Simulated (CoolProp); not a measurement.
The numbers come from the reference Helmholtz-energy equation of state, de Reuck 1990 in CoolProp.

Q: For fluorine, give the phase and the cp (kJ/(kg K)), Joule-Thomson coefficient (K/MPa) at 274.5 K and 1.82 MPa; 274.5 K and 18.2 MPa.

A: 
- 274.5 K and 1.82 MPa: gas; cp 0.835, Joule-Thomson coefficient 2.19
- 274.5 K and 18.2 MPa: supercritical; cp 1.07, Joule-Thomson coefficient 1.26
